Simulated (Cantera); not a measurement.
Input: 1 mol Al(CH₃)₃, 0.56 mol H₂O, 200 mol N₂, held at 12.0 Pa.

Equilibrium computed with Cantera from the NASA thermochemical tables; the gas is ideal and each condensed phase is pure. Candidate condensed phases: Al, AlN, Al₂O₃, C, C₆H₆, C₇H₈, C₈H₁₈, H₂O; 148 gas species. The feed counts by its element totals alone. Equilibrium is a limit: real reactors are often held back by kinetics, nucleation or transport.

log p: log10 of the partial pressure in bar; n: condensed amount in mol.

| T (K) | log p N₂ | log p H₂ | log p Al | log p CO | log p H | log p HCN | log p HNC | n AlN(s) | n C(graphite) |
|---|---|---|---|---|---|---|---|---|---|
| 1400 | -3.93 | -5.53 | -9.83 | -6.48 | -8.08 | -8.04 | -9.96 | 1.000 | 2.42 |
| 1450 | -3.93 | -5.53 | -9.01 | -6.48 | -7.79 | -7.87 | -9.71 | 0.998 | 2.42 |
| 1500 | -3.93 | -5.53 | -8.24 | -6.48 | -7.52 | -7.71 | -9.48 | 0.990 | 2.41 |
| 1550 | -3.93 | -5.53 | (withheld) | -6.48 | (withheld) | (withheld) | (withheld) | 0.949 | 2.39 |
| 1600 | -3.93 | -5.54 | (withheld) | -6.49 | (withheld) | (withheld) | (withheld) | (withheld) | 2.37 |
| 1650 | -3.94 | -5.55 | -6.24 | -6.49 | -6.82 | -7.30 | -8.88 | 0 | 2.35 |
| 1700 | -3.94 | -5.56 | -6.24 | -6.49 | -6.61 | -7.18 | -8.71 | 0 | 2.32 |

### Question
Complete the blanks.

### Answer

- 1550, log p Al: -7.53
- 1550, log p H: -7.27
- 1550, log p HCN: -7.56
- 1550, log p HNC: -9.27
- 1600, log p Al: -6.86
- 1600, log p H: -7.03
- 1600, log p HCN: -7.43
- 1600, log p HNC: -9.07
- 1600, n AlN(s): 0.762
